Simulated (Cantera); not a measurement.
Dilute partial oxidation

An isothermal, constant-pressure homogeneous reactor starts with CH4 : O2 : N2 = 0.01 : 0.0078 : 1 (molar parts), equivalence ratio 2.6, at 1325 K and 1.00 bar.

Model: GRI-Mech 3.0 (53 species, 325 reactions), integrated in Cantera.

```tsv
t (s)	x CH4	x O2	x CO	x CH2	x NO	x C2H6
1.00e-5	0.00983	0.00766	<1e-12	<1e-12	<1e-12	<1e-12
2.85e-5	0.00983	0.00766	<1e-12	<1e-12	<1e-12	<1e-12
8.11e-5	0.00983	0.00766	<1e-12	<1e-12	<1e-12	<1e-12
0.000231	0.00983	0.00766	<1e-12	<1e-12	<1e-12	2.28e-12
0.000658	0.00983	0.00766	2.27e-12	<1e-12	<1e-12	5.93e-11
0.00187	0.00982	0.00766	5.52e-11	<1e-12	<1e-12	1.67e-9
0.00534	0.00982	0.00766	1.86e-9	<1e-12	<1e-12	4.87e-8
0.0152	0.00982	0.00766	6.28e-8	1.86e-12	<1e-12	8.54e-7
0.0433	0.00980	0.00765	1.26e-6	4.35e-12	<1e-12	5.47e-6
0.123	0.00970	0.00760	2.14e-5	1.68e-11	<1e-12	2.74e-5
0.351	0.00887	0.00714	0.000318	1.86e-10	3.89e-12	0.000135
1.00	0.00160	0.000196	0.00547	1.42e-9	2.98e-9	7.16e-6
```
x: mole fraction; the columns are a selection and need not sum to one.

Equilibrium at this temperature and pressure: CH4 3.36e-10, O2 <1e-12, CO 0.00846, CH2 <1e-12, NO 4.20e-11, C2H6 <1e-12 (gas phase only).
